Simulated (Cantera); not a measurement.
Input (Python, Cantera) and output of one run.

```python
import numpy as np
import cantera as ct

gas_names = """
    CL CL2 H HCL H2 Si SiCL SiCL2 SiCL3 SiCL4 SiH SiHCL3 SiH2 SiH2CL2 SiH3 SiH3CL SiH4 Si2 Si3
""".split()
cond_names = """
    Si(cr) Si(L)
""".split()


# ... load() reads the species with a 1 bar reference pressure and builds the phases ...
atoms = {
    'SiHCl3': {'Si': 1, 'H': 1, 'CL': 3},
    'H2': {'H': 2},
}
top_T = {}  # K; cautious upper limits of use, not melting points


# ... equilibrate(T, P, feed) seeds the gas with the atoms and calls Mixture.equilibrate('TP', solver="vcs", rtol=1e-11, max_steps=5000) ...
results = []
feed = {'SiHCl3': 1, 'H2': 820}  # mol
T = 850  # K
P = 62000  # Pa
mix = equilibrate(T, P, feed)
results.append((T, P, feed, dict(zip(mix.species_names, mix.species_moles))))
x = sorted(zip(gas.X, gas.species_names), reverse=True)
print(f"T = {T:g} K  P = {P:g} Pa  gas = {mix.phase_moles(0):.4g} mol")
print("   x: " + "  ".join(f"{s} {v:.3e}" for v, s in x if v > 1e-05))
print("   condensed (mol): " + ("  ".join(f"{mix.phase(i).name} {mix.phase_moles(i):.4g}"
      for i in range(1, mix.n_phases) if mix.phase_moles(i) > 1e-12) or "none"))
```

Output:

```
T = 850 K  P = 62000 Pa  gas = 821.2 mol
   x: H2 9.984e-01  HCL 6.697e-04  SiHCL3 5.882e-04  SiCL4 2.378e-04  SiH2CL2 1.280e-04
   condensed (mol): Si(cr) 0.2095
```

These are equilibrium values from Cantera (NASA tables, ideal gas, pure condensed phases), not measurements of a reactor.
